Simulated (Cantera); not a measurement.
# Catalytic combustion on Pt

An isothermal plug-flow reactor at 875 K and 1650 Torr (inlet), inlet velocity 0.09 m/s, active area per volume 200 1/m; feed CO : O₂ : N₂ : H₂O = 0.026 : 0.04 : 0.79 : 0.031 (molar parts), equivalence ratio 0.32.

Detailed kinetics in Cantera: Deutschmann's 1995 Pt surface mechanism with GRI-Mech 3.0 gas chemistry. Catalytic surfaces can have several steady states; this one follows from the mechanism file's or the stated starting coverage. Mass transfer to the wall is taken as infinitely fast.

```json
[
 {"z (m)": "9.8e-05", "x CO": "0.0247", "x O₂": "0.0429", "x H₂O": "0.0350", "x CO₂": "0.00466", "θ free Pt": "0.173", "θ O*": "0.00571", "θ OH*": "0.000645", "θ CO*": "0.821"},
 {"z (m)": "0.00021", "x CO": "0.0186", "x O₂": "0.0399", "x H₂O": "0.0351", "x CO₂": "0.0109", "θ free Pt": "0.199", "θ O*": "0.00724", "θ OH*": "0.000780", "θ CO*": "0.793"},
 {"z (m)": "0.00045", "x CO": "0.000663", "x O₂": "0.0312", "x H₂O": "0.0355", "x CO₂": "0.0291", "θ free Pt": "0.108", "θ O*": "0.885", "θ OH*": "0.00639", "θ CO*": "0.000593"},
 {"z (m)": "0.00098", "x CO": "1.82e-5", "x O₂": "0.0309", "x H₂O": "0.0355", "x CO₂": "0.0297", "θ free Pt": "0.0925", "θ O*": "0.901", "θ OH*": "0.00597", "θ CO*": "1.17e-5"},
 {"z (m)": "0.0021", "x CO": "1.54e-8", "x O₂": "0.0309", "x H₂O": "0.0355", "x CO₂": "0.0297", "θ free Pt": "0.0922", "θ O*": "0.902", "θ OH*": "0.00596", "θ CO*": "9.90e-9"},
 {"z (m)": "0.0045", "x CO": "<1e-12", "x O₂": "0.0309", "x H₂O": "0.0355", "x CO₂": "0.0297", "θ free Pt": "0.0922", "θ O*": "0.902", "θ OH*": "0.00596", "θ CO*": "<1e-12"},
 {"z (m)": "0.0098", "x CO": "<1e-12", "x O₂": "0.0309", "x H₂O": "0.0355", "x CO₂": "0.0297", "θ free Pt": "0.0922", "θ O*": "0.902", "θ OH*": "0.00596", "θ CO*": "<1e-12"}
]
```
x: gas mole fraction; θ: surface coverage.
